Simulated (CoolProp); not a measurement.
The numbers come from the reference Helmholtz-energy equation of state, Guder 2009 in CoolProp.

Problem. For sulfur hexafluoride, give the phase and the cp (kJ/(kg K)), cv (kJ/(kg K)), expansivity (1/kK), viscosity (µPa s) at 70.05 °C and 18.4 MPa; 76.15 °C and 18.4 MPa.

Solution. 
- 70.05 °C and 18.4 MPa: supercritical; cp 1.03, cv 0.716, expansivity 3.77, viscosity 131
- 76.15 °C and 18.4 MPa: supercritical; cp 1.04, cv 0.724, expansivity 3.90, viscosity 124

Viscosity comes from a separate model (Quiñones-Cisneros 2012).
